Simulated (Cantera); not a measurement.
Feed: 1 mol Si, 1.5 mol NF3, 0.13 mol N2, equilibrated at 698.15 K and 7200 Pa.

These are equilibrium values from Cantera (NASA tables, ideal gas, pure condensed phases), not measurements of a reactor. Candidate condensed phases: Si, Si3N4; 16 gas species. Equilibrium is a limit: real reactors are often held back by kinetics, nucleation or transport.

Base state: SiF4 0.500, N2 0.407, NF3 0.0663, F2 0.0253, F 0.000823 (mole fractions); condensed: gas only.

Problem. What changes in the equilibrium state with this change: temperature from 698.15 K to 948.15 K?

Solution. 
```csv
species,before,after
SiF4,0.500,0.456
N2,0.407,0.400
F2,0.0253,0.0819
NF3,0.0663,0.00102
F,0.000823,0.0609
```

Problem. What changes in the equilibrium state with this change: NF3 from 1.5 to 3.5 mol?

Solution. 
```json
[
 {"species": "NF3", "before": "0.0663", "after": "0.434"},
 {"species": "SiF4", "before": "0.500", "after": "0.234"},
 {"species": "N2", "before": "0.407", "after": "0.223"},
 {"species": "F2", "before": "0.0253", "after": "0.108"},
 {"species": "F", "before": "0.000823", "after": "0.00170"}
]
```
